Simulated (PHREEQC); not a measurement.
3.8 g of hydrous ferric oxide (600 m²/g; 0.2 weak and 0.005 strong sites per Fe, Dzombak-Morel constants, diffuse double layer) in 1 kg of water with 0.001 mol/kgw of an inert sodium salt and 0.00012 mol/kgw Na2SO4 and 0.0012 mol/kgw NaF, at 25 °C; the pH is set by adding NaOH or the inert anion's acid. O2 is buffered at 0.21 atm. No CO2 enters from the air. No solid was allowed to form.

The numbers come from PHREEQC with the ion-association model, wateq4f.dat.

```csv
pH,S sorbed (%),F sorbed (%),surface charge σ (C/m²),surface potential ψ (mV)
4,100.0,99.6,0.144,186
4.67,100.0,99.2,0.082,163
5.33,99.9,97.7,0.043,134
6,98.8,92.6,0.022,102
6.67,86.0,77.6,0.010,68
7.33,35.3,51.2,0.005,36
8,4.1,22.9,0.000,3
8.67,0.3,6.9,-0.004,-33
9.33,0.0,1.8,-0.011,-69
10,0.0,0.4,-0.024,-105
10.67,0.0,0.1,-0.050,-137
11.33,0.0,0.0,-0.105,-161
12,0.0,0.0,-0.215,-172
```

Species that the database lacks are ignored.
